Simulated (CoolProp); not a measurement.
Computed with CoolProp (reference Helmholtz-energy equation of state, Bücker 2006).

**Question.** Give the vapour pressure (bar), vapour density (kg/m³), surface tension (mN/m), liquid viscosity (µPa s) of saturated isobutane at 222.7 K.

**Answer.** 
```tsv
T (K)	p (bar)	vapour density (kg/m³)	surface tension (mN/m)	liquid viscosity (µPa s)
222.7	0.164	0.520	18.7	380
```

Viscosity comes from a separate model (Vogel 2000). Surface tension comes from a separate correlation (Mulero 2012).
